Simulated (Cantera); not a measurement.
Charge: 1 mol Al(CH₃)₃, 49 mol H₂O, 8 mol H₂, at 0.00590 bar.

Method: chemical equilibrium by Gibbs-energy minimisation in Cantera with the NASA 1993 tables (ideal gas, pure condensed phases). Candidate condensed phases: Al, Al₂O₃, C, C₆H₆, C₇H₈, C₈H₁₈, H₂O; 121 gas species. The feed counts by its element totals alone. Equilibrium is a limit: real reactors are often held back by kinetics, nucleation or transport. All values below are at 2223 K.

Base state: H₂O 0.634, H₂ 0.260, H 0.0426, CO 0.0310, OH 0.0150, CO₂ 0.0141, O₂ 0.00173, O 0.00169 (mole fractions); condensed: Al₂O₃(s).

What changes in the equilibrium state with this change: H₂ from 8 to 1.4 mol?


```csv
species,before,after
H₂O,0.634,0.693
H₂,0.260,0.195
H,0.0426,0.0368
CO₂,0.0141,0.0200
OH,0.0150,0.0189
CO,0.0310,0.0300
AlO₂H,5.25e-5,5.49e-5
O₂,0.00173,0.00373
O,0.00169,0.00248
"Al₂O₃(s), mol",0.498,0.498
```
